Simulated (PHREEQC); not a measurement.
Nickel, zinc or cadmium bath: an equilibrium model

Solution (25 °C): 0.405 mol/kgw Ni(NO3)2 and 0.045 mol/kgw HCl. Closed to the air; pH follows from the charge balance.

Equilibrium calculation in PHREEQC: ion-association model, wateq4f.dat.

This is a speciation only: nothing precipitates in the calculation.

Q: Estimate the pH.

A: pH 1.48.

Q: In which forms is Cl present?

A: Cl- 73 %, NiCl+ 25 %, NiCl2 2.2 % of the Cl.

Caution: at this ionic strength the ion-association model is outside its range; a Pitzer model would be the better tool where its parameters exist.
